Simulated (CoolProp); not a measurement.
Vapour-liquid equilibrium of ethanol (1) + n-octane (2) at 2.45 bar; x and y are mole fractions of (1).

Model: multi-fluid Helmholtz-energy mixture model, Schroeder 2014 and Beckmüller 2019; pair parameters Bell 2016, in CoolProp.

```
x     bubble temperature (°C)  y at the bubble point  dew temperature at overall composition x (°C)  liquid density (mol/L)
----  -----------------------  ---------------------  ---------------------------------------------  ----------------------
0.05                    134.5                  0.474                                     (withheld)                   5.435
0.2                     111.1             (withheld)                                          150.9                   6.239
0.35                    106.6             (withheld)                                          142.5                   7.060
0.5                     105.2                  0.806                                          132.6                   8.101
0.65                    104.2                  0.824                                          120.5              (withheld)
0.8                (withheld)                  0.862                                          105.6                   11.45
0.95                    102.5                  0.950                                          102.5                   14.24
```

Fill in the missing entries.


- 0.05, dew temperature at overall composition x (°C): 158.4
- 0.2, y at the bubble point: 0.746
- 0.35, y at the bubble point: 0.789
- 0.65, liquid density (mol/L): 9.502
- 0.8, bubble temperature (°C): 103.1

No azeotrope shows between x = 0.05 and 0.95.

Pair parameters are fitted to limited data, so mixtures are less certain than the pure fluids. With so large a gap from Raoult's law the liquid may split in two, which this calculation doesn't test in full.
